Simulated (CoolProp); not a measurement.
Properties of fluorine along the isobar 45 bar (Tc = 144.4 K, pc = 52.40 bar, ω = 0.045).

Model: reference Helmholtz-energy equation of state, de Reuck 1990, in CoolProp.

| T (K) | phase | density (kg/m³) | expansivity (1/kK) |
|---|---|---|---|
| 129.4 | liquid | … | 12.08 |
| 150.8 | gas | 200.5 | … |
| 172.1 | gas | 146.0 | … |
| 193.4 | gas | 120.3 | … |
| 214.7 | gas | 103.9 | 6.173 |
| 236 | gas | 92.07 | 5.210 |
| 257.4 | gas | … | 4.546 |
| 278.7 | gas | … | 4.059 |
| 300 | gas | 69.74 | 3.681 |

### Question
Complete the blanks.

### Answer

- 129.4, density (kg/m³): 1124
- 150.8, expansivity (1/kK): 22.15
- 172.1, expansivity (1/kK): 10.89
- 193.4, expansivity (1/kK): 7.744
- 257.4, density (kg/m³): 82.97
- 278.7, density (kg/m³): 75.73
